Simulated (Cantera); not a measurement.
Gas-phase reforming

An isothermal, constant-pressure homogeneous reactor starts with 59.9 % CH₄, 40.1 % CO₂, at 1550 K and 13000 Pa.

Computed with Cantera and GRI-Mech 3.0 (53 species, 325 reactions).

```
t (s)      x CH₄   x CO₂      x H₂      x CO    x CH₂O
--------  ------  ------  --------  --------  --------
3.00e-6    0.599   0.401   3.66e-7   3.08e-9    <1e-12
1.26e-5    0.599   0.401   1.81e-6   1.52e-8  1.36e-12
5.27e-5    0.599   0.401   7.84e-6   6.60e-8  5.00e-11
0.000221   0.599   0.401   3.34e-5   2.84e-7   2.72e-9
0.000924   0.598   0.401  0.000158   1.51e-6   1.57e-7
0.00387    0.597   0.401   0.00119   1.71e-5   3.70e-6
0.0162     0.581   0.398    0.0129  0.000330   1.51e-5
0.0680     0.496   0.374    0.0859   0.00485   1.16e-5
0.285      0.325   0.294     0.217    0.0404   5.20e-6
1.19       0.119   0.117     0.294     0.170   1.57e-6
5.00      0.0317  0.0391     0.374     0.260   2.87e-7
```
x: mole fraction; the columns are a selection and need not sum to one.

Equilibrium at this temperature and pressure: CH₄ 0.00564, CO₂ 1.24e-7, H₂ 0.544, CO 0.404, CH₂O 1.24e-8 (gas phase only).
